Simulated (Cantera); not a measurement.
Mixture: 28.1 % H2, 15.1 % O2, 56.8 % N2, at 1.58 atm, adiabatic and at constant pressure. Ignition delay is the time to a rise of 400 K.

Computed with Cantera and GRI-Mech 3.0 (53 species, 325 reactions).

Task: At T0 = 1350 K, what is the delay, and which 7 reactions control it most (d ln τ / d ln k, from doubling and halving each rate constant)?

Result: The delay is 15.3 µs.
```tsv
reaction	d ln τ / d ln k	faster rate
H + O2 <=> O + OH	-0.63	shortens it
H2 + O <=> H + OH	-0.16	shortens it
H2 + OH <=> H + H2O	-0.08	shortens it
H + HO2 <=> H2 + O2	-0.05	shortens it
H + O2 + H2O <=> HO2 + H2O	-0.05	shortens it
H + OH + M <=> H2O + M	-0.02	shortens it
H + HO2 <=> 2 OH	-0.01	shortens it
```
